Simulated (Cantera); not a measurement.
Feed: 1 mol V, 1.4 mol NH3, at 1125 K and 10.0 mbar.

Method: chemical equilibrium by Gibbs-energy minimisation in Cantera with the NASA 1993 tables (ideal gas, pure condensed phases). Candidate condensed phases: V, VN; 11 gas species. VN: taken at fixed stoichiometry. Condensed phases not in the tables: V2N. Equilibrium is a limit: real reactors are often held back by kinetics, nucleation or transport.

Base state: H2 0.913, N2 0.0870 (mole fractions); condensed: VN(s).

**Question.** What changes in the equilibrium state with this change: NH3 from 1.4 to 0.52 mol?

**Answer.** 
| species | before | after |
|---|---|---|
| H2 | 0.913 | 1.00 |
| N2 | 0.0870 | <1e-9 |
| VN(s), mol | 1.00 | 0.520 |
| V(s), mol | 0 | 0.480 |
Mutual solubility and eutectic melting of coexisting phases are not modelled. Condensed phases not in the tables: V2N, N, O or C dissolved in the metal.
